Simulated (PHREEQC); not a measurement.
# Hard or scaling water: speciation

A solution holds 7.7 mmol/kgw CaCl2, 1.66 mmol/kgw NaF and 0.00054 mmol/kgw H4SiO4, at 25 °C. Closed to the air; pH follows from the charge balance.

Computed with PHREEQC (ion-association model, wateq4f.dat).

- pH = 7.20
- ionic strength = 0.0246 mol/kgw

```
species  molality  activity   log γ
-------  --------  --------  ------
Cl-        0.0154    0.0132  -0.067
Ca+2      0.00764   0.00429  -0.251
Na+       0.00166   0.00143  -0.065
F-        0.00160   0.00137  -0.068
CaF+      5.90e-5   5.12e-5  -0.062
NaF       1.12e-6   1.13e-6   0.002
H4SiO4    5.39e-7   5.42e-7   0.002
```

No solid was allowed to form. Examples of supersaturated solids here: Fluorite. Others may be too. SiF6-2 is the database's only silicon fluoride.
